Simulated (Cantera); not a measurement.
Feed: 1 mol FeS2, 2.8 mol H2S, 2.4 mol CO2, 0.069 mol SO2, held at 0.140 bar.

These are equilibrium values from Cantera (NASA tables, ideal gas, pure condensed phases), not measurements of a reactor. Candidate condensed phases: C, C6H6, C7H8, C8H18, Fe, Fe(CO)5, FeO, Fe(OH)2, Fe(OH)3, FeS, FeSO4, FeS2, Fe2O3, Fe2(SO4)3, Fe3O4, H2O, H2SO4, S; 127 gas species. FeS: taken at fixed stoichiometry. Rates play no part. All values below are at 1150 °C.

Base state: S2 0.226, H2O 0.203, CO 0.189, CO2 0.159, H2 0.106, H2S 0.102, COS 0.00593, SO2 0.00543 (mole fractions); condensed: FeS(s).

### Question
What changes in the equilibrium state with this change: H2S from 2.8 to 0.74 mol?

### Answer
```json
[
 {"species": "CO2", "before": "0.159", "after": "0.410"},
 {"species": "S2", "before": "0.226", "after": "0.187"},
 {"species": "CO", "before": "0.189", "after": "0.175"},
 {"species": "H2", "before": "0.106", "after": "0.0252"},
 {"species": "H2S", "before": "0.102", "after": "0.0220"},
 {"species": "SO2", "before": "0.00543", "after": "0.0383"},
 {"species": "H2O", "before": "0.203", "after": "0.134"},
 {"species": "CS2", "before": "5.26e-5", "after": "1.44e-5"},
 {"species": "SO", "before": "0.000422", "after": "0.00107"},
 {"species": "S2O", "before": "0.000751", "after": "0.00173"},
 {"species": "FeS(s), mol", "before": "1.000", "after": "1.000"}
]
```
